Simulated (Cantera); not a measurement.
An adiabatic, constant-pressure homogeneous reactor starts with C3H8 : O2 : N2 = 1 : 16.7 : 62.7 (molar parts), equivalence ratio 0.30, at 1550 K and 1.00 atm. Integrator tolerance rtol = 1e-08.

Detailed kinetics in Cantera: GRI-Mech 3.0 (53 species, 325 reactions). GRI-Mech 3.0 was tuned for natural gas; its chemistry of propane as a main component is partial and can be far from experiment.

### Question
What does this change do: 0.78 parts H2 added?

### Answer
```
quantity                                                              before                                      after
---------------------------------  -----------------------------------------  -----------------------------------------
time of steepest temperature rise                                    46.8 µs                                    39.0 µs
temperature at 8.00 s                                                 2176 K                                     2224 K
equilibrium temperature                                               2176 K                                     2224 K
x(C3H8) at 8.00 s                      <1e-12 (gas-phase equilibrium <1e-12)      <1e-12 (gas-phase equilibrium <1e-12)
x(O2) at 8.00 s                          0.138 (gas-phase equilibrium 0.138)        0.132 (gas-phase equilibrium 0.132)
x(H2) at 8.00 s                    0.000126 (gas-phase equilibrium 0.000126)  0.000205 (gas-phase equilibrium 0.000205)
x(C2H2) at 8.00 s                      <1e-12 (gas-phase equilibrium <1e-12)      <1e-12 (gas-phase equilibrium <1e-12)
x(NO2) at 8.00 s                     1.03e-5 (gas-phase equilibrium 1.03e-5)    1.02e-5 (gas-phase equilibrium 1.02e-5)
```

### Question
What does this change do: C3H8 1 to 0.63 parts?

### Answer
```
quantity                                                              before                                    after
---------------------------------  -----------------------------------------  ---------------------------------------
time of steepest temperature rise                                    46.8 µs                                  46.3 µs
temperature at 8.00 s                                                 2176 K                                   1968 K
equilibrium temperature                                               2176 K                                   1966 K
x(C3H8) at 8.00 s                      <1e-12 (gas-phase equilibrium <1e-12)    <1e-12 (gas-phase equilibrium <1e-12)
x(O2) at 8.00 s                          0.138 (gas-phase equilibrium 0.138)      0.165 (gas-phase equilibrium 0.165)
x(H2) at 8.00 s                    0.000126 (gas-phase equilibrium 0.000126)  1.70e-5 (gas-phase equilibrium 1.68e-5)
x(C2H2) at 8.00 s                      <1e-12 (gas-phase equilibrium <1e-12)    <1e-12 (gas-phase equilibrium <1e-12)
x(NO2) at 8.00 s                     1.03e-5 (gas-phase equilibrium 1.03e-5)  8.60e-6 (gas-phase equilibrium 9.97e-6)
```
